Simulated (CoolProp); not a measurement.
Vapour-liquid equilibrium of R134a (1) + R227EA (2) at 238 kPa; x and y are mole fractions of (1).

Computed with CoolProp (multi-fluid Helmholtz-energy mixture model, Tillner-Roth 1994 and Lemmon 2016; pair parameters Bell 2016).

```csv
x,bubble temperature (°C),y at the bubble point,dew temperature at overall composition x (°C),liquid density (mol/L)
0.05,4.5,0.078,4.8,8.780
0.2,2.0,0.281,3.0,9.281
0.35,0.0,0.449,1.2,9.822
0.5,-1.7,0.593,-0.6,10.41
0.65,-3.1,0.722,-2.4,11.06
0.8,-4.3,0.842,-3.9,11.78
0.95,-5.3,0.960,-5.2,12.58
```

No azeotrope shows between x = 0.05 and 0.95.

The pair parameters rest on a limited set of measurements; away from them the model extrapolates.
